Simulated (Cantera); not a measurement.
An isothermal, constant-pressure homogeneous reactor starts with H2 : O2 : N2 = 0.76 : 1 : 0.76 (molar parts), at 1000 K and 0.109 atm. Integrator tolerance rtol = 1e-08.

Model: GRI-Mech 3.0 (53 species, 325 reactions), integrated in Cantera. Radical loss at walls, strong at low pressure, is not modelled. The temperature is held fixed by assumption; the heat of reaction is taken as removed at once.

Task: What does this change do: temperature 1000 to 825 K?

Result: 
| quantity | before | after |
|---|---|---|
| x(H2) at 2.00 s | 4.17e-9 (gas-phase equilibrium 1.75e-10) | 0.129 (gas-phase equilibrium <1e-12) |
| x(O2) at 2.00 s | 0.290 (gas-phase equilibrium 0.290) | 0.335 (gas-phase equilibrium 0.290) |
| x(H2O2) at 2.00 s | 5.08e-9 (gas-phase equilibrium 1.79e-10) | 0.000176 (gas-phase equilibrium 1.19e-11) |
| x(NO2) at 2.00 s | 7.57e-9 (gas-phase equilibrium 5.18e-7) | 1.61e-8 (gas-phase equilibrium 2.21e-7) |
| x(NO) at 2.00 s | 6.61e-7 (gas-phase equilibrium 2.48e-5) | 8.73e-10 (gas-phase equilibrium 2.41e-6) |
Below about 950 K walls govern HO2 and H2O2 in real vessels.
